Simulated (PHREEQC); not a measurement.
Copper plating or etch bath

Make-up at 85 °C: 0.29 mol CuCl2, 9.4e-05 mol HCl and 0.00057 mol Na2SO4 per kg of water. Closed to the air; pH follows from the charge balance.

The numbers come from PHREEQC with the ion-association model, phreeqc.dat.

Each row changes one thing in this solution. No solid was allowed to form.

| case | pH | ionic strength (mol/kgw) | Cl- (mol/kgw) | CuCl+ (mol/kgw) | Cu+2 (mol/kgw) | CuCl2 (mol/kgw) | SI of Halite (NaCl) |
|---|---|---|---|---|---|---|---|
| as made | 3.60 | 0.427 | 0.347 | 0.189 | 0.0784 | 0.0217 | -5.38 |
| temperature from 85 to 25 °C | 3.95 | 0.720 | 0.502 | 0.0663 | 0.217 | 0.00593 | -5.16 |
| temperature from 85 to 20 °C | 3.98 | 0.744 | 0.514 | 0.0559 | 0.229 | 0.00482 | -5.14 |
| diluted 5-fold with water | 3.81 | 0.117 | 0.0867 | 0.0271 | 0.0295 | 0.00113 | -6.58 |
| diluted 100-fold with water | 4.43 | 0.00810 | 0.00551 | 0.000292 | 0.00257 | 1.19e-6 | -8.90 |
| diluted 10-fold with water | 3.93 | 0.0649 | 0.0468 | 0.0106 | 0.0179 | 0.000272 | -7.10 |
| Na2SO4 from 0.00057 to 0.00114 mol/kgw | 3.61 | 0.428 | 0.347 | 0.189 | 0.0784 | 0.0217 | -5.08 |
| HCl left out | 3.65 | 0.427 | 0.347 | 0.189 | 0.0784 | 0.0217 | -5.38 |
| HCl from 9.4e-05 to 0.000188 mol/kgw | 3.55 | 0.427 | 0.347 | 0.189 | 0.0785 | 0.0217 | -5.38 |

The ionic strength passes 0.7 mol/kgw, the rough limit of the ion-association models, in temperature from 85 to 25 °C; temperature from 85 to 20 °C. Species that the database lacks are ignored. At this temperature some constants are extrapolated from 25 °C, and those without enthalpy data are left unchanged.
